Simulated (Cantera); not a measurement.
Feed: 1 mol SiCl4, 3.5 mol NH3, 8.3 mol H2, at 1330 Pa.

Method: chemical equilibrium by Gibbs-energy minimisation in Cantera with the NASA 1993 tables (ideal gas, pure condensed phases). Candidate condensed phases: NH4Cl, Si, Si3N4; 28 gas species. The tables' values for SiCl, SiCl3, SiN are old estimates; treat these amounts as uncertain. Gases not in the tables: Si2H6 and higher silanes. Kinetics and transport are ignored.

log p: log10 of the partial pressure in bar; n: condensed amount in mol.

| T (K) | log p H2 | log p HCl | log p N2 | log p SiCl2 | log p H | n Si3N4(s) | n Si(l) |
|---|---|---|---|---|---|---|---|
| 1500 | -2.03 | -2.60 | -2.98 | -3.56 | -5.77 | 0.207 | 0 |
| 1550 | -2.02 | -2.65 | -2.94 | ? | ? | ? | 0 |
| 1600 | -2.02 | -2.71 | -2.91 | -3.26 | -5.27 | 0.0919 | 0 |
| 1650 | -2.02 | -2.77 | -2.88 | -3.16 | -5.05 | 0.0324 | 0 |
| 1700 | -2.01 | -2.81 | -2.87 | -3.12 | -4.84 | 0 | 0 |
| 1750 | -2.02 | -2.81 | -2.87 | -3.12 | -4.64 | 0 | 0 |
| 1800 | -2.02 | -2.81 | -2.87 | -3.12 | -4.45 | 0 | 0 |
| 1850 | -2.02 | -2.80 | -2.87 | -3.13 | -4.28 | 0 | 0.0127 |
| 1900 | -2.02 | -2.80 | -2.87 | -3.14 | -4.11 | 0 | 0.0225 |
| 1950 | -2.02 | -2.79 | -2.87 | -3.15 | -3.95 | 0 | 0.0231 |
| 2000 | -2.03 | -2.79 | -2.88 | -3.17 | ? | 0 | ? |
| 2050 | -2.03 | -2.77 | -2.88 | -3.19 | -3.66 | 0 | 0 |
| 2100 | -2.04 | -2.76 | -2.88 | -3.23 | -3.53 | 0 | 0 |

Task: What belongs in the gaps?

Result: 
- 2000, log p H: -3.80
- 2000, n Si(l): 0.00902
- 1550, log p SiCl2: -3.39
- 1550, log p H: -5.51
- 1550, n Si3N4(s): 0.152
